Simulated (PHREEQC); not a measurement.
Dissolve 0.0015 mol/kgw HF and 0.12 mol/kgw NaF at 26 °C. Closed to the air; pH follows from the charge balance.

Equilibrium calculation in PHREEQC: ion-association model, wateq4f.dat.

Each row changes one thing in this solution. Precipitation was switched off in this run.

```
case                                        pH  ionic strength (mol/kgw)  F- (mol/kgw)  HF (mol/kgw)  HF2- (mol/kgw)
----------------------------------------  ----  ------------------------  ------------  ------------  --------------
as made                                   5.10                     0.116         0.115       0.00102        0.000466
NaF from 0.12 to 0.18 mol/kgw             5.31                     0.171         0.171      0.000883        0.000606
HF left out                               8.06                     0.116         0.116       1.12e-6         5.15e-7
HF from 0.0015 to 0.00165 mol/kgw         5.06                     0.116         0.115       0.00112        0.000512
NaF from 0.12 to 0.024 mol/kgw            4.37                    0.0238        0.0237       0.00132        0.000122
0.0096 mol/kgw HCl added                  4.18                     0.116         0.103       0.00760         0.00312
HF replaced by HBF4 at the same molality  4.91                     0.116         0.114       0.00155        0.000700
NaF left out                              3.15                  0.000730      0.000728      0.000764         2.15e-6
HF from 0.0015 to 0.00225 mol/kgw         4.92                     0.116         0.115       0.00153        0.000697
```
